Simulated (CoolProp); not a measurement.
Computed with CoolProp (reference Helmholtz-energy equation of state, Schroeder 2014).

**Question.** Give the vapour pressure (kPa), liquid cp (kJ/(kg K)), vapour Z, surface tension (mN/m) of saturated ethanol at 79.15 °C.

**Answer.** 
| T (°C) | p (kPa) | liquid cp (kJ/(kg K)) | vapour Z | surface tension (mN/m) |
|---|---|---|---|---|
| 79.15 | 104 | 2.94 | 0.967 | 16.6 |

Surface tension comes from a separate correlation (Mulero 2012).
